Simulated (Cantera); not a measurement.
Feed: 1 mol C2H4, 4.9 mol H2, equilibrated at 0.0350 bar.

These are equilibrium values from Cantera (NASA tables, ideal gas, pure condensed phases), not measurements of a reactor. Candidate condensed phases: C, C6H6, C7H8, C8H18; 76 gas species. The numbers say what is thermodynamically allowed, not how fast it happens.

log p: log10 of the partial pressure in bar; n: condensed amount in mol.

```
T (°C)  log p H2   log p CH4     log p H  log p C2H2 (acetylene)   log p CH3  log p C2H4  log p C2H6  n C(graphite)
------  --------  ----------  ----------  ----------------------  ----------  ----------  ----------  -------------
475        -1.50       -2.48      -13.29                    <-13      -13.14       -9.93       -8.48           1.40
575        -1.47       -3.12      -11.45                  -12.52      -11.93       -9.52       -9.22           1.85
675        -1.46       -3.68      -10.01                  -11.05      -11.01       -9.26       -9.87           1.96
775        -1.46  (withheld)  (withheld)              (withheld)  (withheld)  (withheld)  (withheld)           1.99
875        -1.46  (withheld)  (withheld)              (withheld)  (withheld)  (withheld)  (withheld)           1.99
975        -1.46       -4.86       -7.06                   -8.07       -9.18       -8.75      -11.26           2.00
1075       -1.46       -5.15       -6.36                   -7.38       -8.76       -8.64      -11.60           2.00
1175       -1.46       -5.39       -5.76                   -6.78       -8.39       -8.55      -11.88           2.00
1275       -1.46       -5.60       -5.24                   -6.26       -8.08       -8.46      -12.13           2.00
1375       -1.46       -5.79       -4.78                   -5.81       -7.80       -8.39      -12.35           2.00
1475       -1.46       -5.95       -4.37                   -5.40       -7.55       -8.33      -12.55           2.00
1575       -1.46       -6.10       -4.00                   -5.05       -7.34       -8.28      -12.72           2.00
```

Q: What belongs in the gaps?

A: 
- 875, log p CH4: -4.54
- 875, log p H: -7.87
- 875, log p C2H2 (acetylene): -8.89
- 875, log p CH3: -9.68
- 875, log p C2H4: -8.89
- 875, log p C2H6: -10.87
- 775, log p CH4: -4.15
- 775, log p H: -8.84
- 775, log p C2H2 (acetylene): -9.86
- 775, log p CH3: -10.28
- 775, log p C2H4: -9.05
- 775, log p C2H6: -10.42
